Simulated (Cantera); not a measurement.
Feed: 1 mol Al, 23 mol NH3, 1.2 mol N2, equilibrated at 0.133 bar.

These are equilibrium values from Cantera (NASA tables, ideal gas, pure condensed phases), not measurements of a reactor. Candidate condensed phases: Al, AlN; 13 gas species. Rates play no part. All values below are at 1773 K.

Base state: H2 0.738, N2 0.261, H 0.000669 (mole fractions); condensed: AlN(s).

Problem. What changes in the equilibrium state with this change: Al replaced by Al(CH3)3?

Solution. 
| species | before | after |
|---|---|---|
| H2 | 0.738 | 0.760 |
| N2 | 0.261 | 0.237 |
| HCN | 0 | 0.00228 |
| C2H2 (acetylene) | 0 | 0.000106 |
| HNC | 0 | 8.13e-5 |
| CH4 | 0 | 6.49e-5 |
| H | 0.000669 | 0.000679 |
| AlN(s), mol | 1.000 | 1.000 |
| C(graphite), mol | 0 | 2.86 |
The feed counts by its element totals alone. Further candidate phases: C, C6H6, C7H8, C8H18.

Problem. What changes in the equilibrium state with this change: 0.37 mol Cl2 added?

Solution. 
| species | before | after |
|---|---|---|
| H2 | 0.738 | 0.723 |
| N2 | 0.261 | 0.261 |
| HCl | 0 | 0.00815 |
| AlCl | 0 | 0.00678 |
| AlCl2 | 0 | 0.000277 |
| AlCl3 | 0 | 3.72e-5 |
| H | 0.000669 | 0.000663 |
| AlN(s), mol | 1.000 | 0.663 |
The tables' values for AlCl2 are old estimates; treat these amounts as uncertain. Further candidate phases: AlCl3, NH4Cl.

Problem. What changes in the equilibrium state with this change: pressure from 0.133 bar to 64.0 Pa?

Solution. 
| species | before | after |
|---|---|---|
| H2 | 0.738 | 0.709 |
| N2 | 0.261 | 0.262 |
| Al | 6.34e-6 | 0.0190 |
| H | 0.000669 | 0.00947 |
| AlH | 9.76e-7 | 0.000199 |
| AlN(s), mol | 1.000 | 0.0706 |
